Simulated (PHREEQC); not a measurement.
Solution (25 °C): 1.4 mol HCl and 0.00051 mol FeSO4 per kg of water. Closed to the air; pH follows from the charge balance.

The numbers come from PHREEQC with the ion-association model, phreeqc.dat.

This is a speciation only: nothing precipitates in the calculation.

Task: What pH, activity of water, density does the model give?

Result: pH -0.01; activity of water 0.952; density 1.021 g/cm³.

Task: In which forms is Fe present?

Result: Fe+2 80 %, FeCl+ 20 % of the Fe.

The ionic strength is past about 0.7 mol/kgw, beyond the range of this activity model, so the values are rough.
